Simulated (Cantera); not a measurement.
Charge: 1 mol C2H4, 4.4 mol H2O, 2 mol H2, held at 53.0 bar.

These are equilibrium values from Cantera (NASA tables, ideal gas, pure condensed phases), not measurements of a reactor. Candidate condensed phases: C, C6H6, C7H8, C8H18, H2O; 110 gas species. The ideal-gas law is rough above about 30 bar. Rates play no part.

x: gas mole fraction; nothing condenses.

| T (K) | x H2O | x H2 | x CH4 | x CO | x CO2 | x H |
|---|---|---|---|---|---|---|
| 773 | 0.608 | 0.0944 | 0.274 | 0.000699 | 0.0231 | <1e-12 |
| 923 | 0.503 | 0.220 | 0.219 | 0.0102 | 0.0475 | 1.58e-11 |
| 1073 | 0.372 | 0.383 | 0.135 | 0.0532 | 0.0560 | 1.19e-9 |
| 1223 | 0.263 | 0.526 | 0.0500 | 0.120 | 0.0412 | 2.99e-8 |
| 1373 | 0.217 | 0.587 | 0.00977 | 0.158 | 0.0283 | 3.51e-7 |
| 1523 | 0.211 | 0.596 | 0.00160 | 0.169 | 0.0223 | 2.45e-6 |
| 1673 | 0.213 | 0.595 | 0.000330 | 0.173 | 0.0187 | 1.21e-5 |
| 1823 | 0.215 | 0.593 | 8.73e-5 | 0.176 | 0.0163 | 4.58e-5 |
| 1973 | 0.216 | 0.591 | 2.85e-5 | 0.178 | 0.0145 | 0.000143 |
| 2123 | 0.218 | 0.590 | ___ | 0.179 | ___ | ___ |
| 2273 | 0.218 | 0.588 | ___ | 0.180 | 0.0121 | ___ |
| 2423 | 0.219 | 0.587 | 2.37e-6 | 0.181 | 0.0113 | 0.00187 |
| 2573 | 0.219 | 0.585 | 1.27e-6 | 0.181 | 0.0106 | 0.00361 |

Question: Fill in the missing entries.

Answer: 
- 2123, x CH4: 1.10e-5
- 2123, x CO2: 0.0132
- 2123, x H: 0.000378
- 2273, x CH4: 4.83e-6
- 2273, x H: 0.000885
